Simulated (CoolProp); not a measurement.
Values from CoolProp's reference Helmholtz-energy equation of state, Zhou 2011.

Problem. Give the vapour pressure (MPa), liquid density (kg/m³), enthalpy of vaporisation (kJ/kg), vapour Z of saturated dimethyl carbonate at 429.9, 495.7 K.

Solution. 
```
T (K)  p (MPa)  liquid density (kg/m³)  enthalpy of vaporisation (kJ/kg)  vapour Z
-----  -------  ----------------------  --------------------------------  --------
429.9    0.580                     872                               324     0.897
495.7     1.97                     745                               252     0.745
```
